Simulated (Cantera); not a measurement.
**Iron carbonyl, mercury and lead vapours: Pb + CO + H2**

Charge: 1 mol Pb, 0.059 mol CO, 0.99 mol H2, at 101000 Pa.

Equilibrium computed with Cantera from the NASA thermochemical tables; the gas is ideal and each condensed phase is pure. Candidate condensed phases: C, C6H6, C7H8, C8H18, H2O, Pb, PbO, PbO2, Pb3O4; 113 gas species. The numbers say what is thermodynamically allowed, not how fast it happens.

```tsv
T (K)	x H2	x Pb	x CH4	x H2O	x CO	x CO2	x H	n Pb(l)
723	0.873	3.06e-9	0.0634	0.0634	5.38e-6	2.99e-6	<1e-12	1.00
873	0.878	6.28e-7	0.0598	0.0593	0.00268	0.000483	4.35e-11	1.000
1023	0.918	2.63e-5	0.0240	0.0229	0.0338	0.00110	3.94e-9	1.000
1173	0.937	0.000416	0.00558	0.00535	0.0510	0.000229	1.13e-7	1.000
1323	0.939	0.00347	0.00154	0.00150	0.0546	4.70e-5	1.53e-6	0.996
1473	0.926	0.0186	0.000529	0.000518	0.0547	1.24e-5	1.21e-5	0.980
1623	0.875	0.0724	0.000201	0.000200	0.0520	3.82e-6	6.42e-5	0.918
```
x: gas mole fraction; n: condensed amount in mol.

From 723 K to 1623 K the condensed part is Pb(l).
